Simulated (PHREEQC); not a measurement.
Make-up at 25 °C: 0.0012 mol CdSO4 and 0.16 mol NaCl per kg of water. Closed to the air; pH follows from the charge balance.

All values are PHREEQC results (ion-association model, wateq4f.dat), not measurements.

Problem. The ionic strength comes out as 0.162 mol/kgw. What activity coefficients do Cd+2, CdCl+, CdCl3-, NaSO4-, Na+ get?

Solution. Cd+2 0.33, CdCl+ 0.76, CdCl3- 0.76, NaSO4- 0.76, Na+ 0.76.

This is a speciation only: nothing precipitates in the calculation. Species that the database lacks are ignored.
